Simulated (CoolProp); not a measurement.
A single-stage vapour-compression cycle with hexamethyldisiloxane (MM): evaporating at 325.15 K (dew point), condensing at 395.15 K (bubble point), superheat 5 K, subcooling 2 K, compressor efficiency 0.65, no pressure losses. Each further row changes one setting.

The numbers come from the reference Helmholtz-energy equation of state, Thol 2016 in CoolProp.

| case | cooling COP | pressure ratio | discharge temperature (K) | refrigerating effect (kJ/kg) | volumetric capacity (kJ/m³) |
|---|---|---|---|---|---|
| as stated | 1.59 | 9.53 | 395.2 | 83.4 | 95.8 |
| evaporating temperature 330.15 K | 1.87 | 7.80 | 395.2 | 91.0 | 126 |
| condensing temperature 390.15 K | 1.88 | 8.37 | 390.2 | 94.2 | 108 |
| subcooling 7 K | 1.79 | 9.53 | 395.2 | 94.2 | 108 |
| superheat 15 K | 1.75 | 9.53 | 395.2 | 99.3 | 110 |
| compressor efficiency 0.55 | 1.34 | 9.53 | 395.2 | 83.4 | 95.8 |

The compression ends wet for: as stated; evaporating temperature 330.15 K; condensing temperature 390.15 K; subcooling 7 K; superheat 15 K; compressor efficiency 0.55.
